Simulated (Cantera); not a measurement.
A closed system holds: 1 mol V₂O₅, 270 mol H₂, 0.54 mol N₂, equilibrated at 18.0 Pa.

Method: chemical equilibrium by Gibbs-energy minimisation in Cantera with the NASA 1993 tables (ideal gas, pure condensed phases). Candidate condensed phases: H₂O, V, VN, VO, V₂O₃, V₂O₄, V₂O₅; 28 gas species. Mutual solubility and eutectic melting of coexisting phases are not modelled. VO: taken at fixed stoichiometry. Condensed phases not in the tables: the oxides between V₂O₃ and V₂O₅ other than VO₂. The numbers say what is thermodynamically allowed, not how fast it happens.

**Question.** What share of the V ends up in condensed phases as a function of T (K), at 1623, 1673, 1723, 1773, 1823, 1873, 1923, 1973, 2023, 2073, 2123, 2173, 2223?

**Answer.** 
```
T (K)  V condensed (%)               as
-----  ---------------  ---------------
1623              99.2          V₂O₃(s)
1673              97.4  VO(s) + V₂O₃(s)
1723              92.3  VO(s) + V₂O₃(s)
1773              82.6            VO(s)
1823              63.9            VO(s)
1873              31.2            VO(s)
1923               0.0                -
1973               0.0                -
2023               0.0                -
2073               0.0                -
2123               0.0                -
2173               0.0                -
2223               0.0                -
```
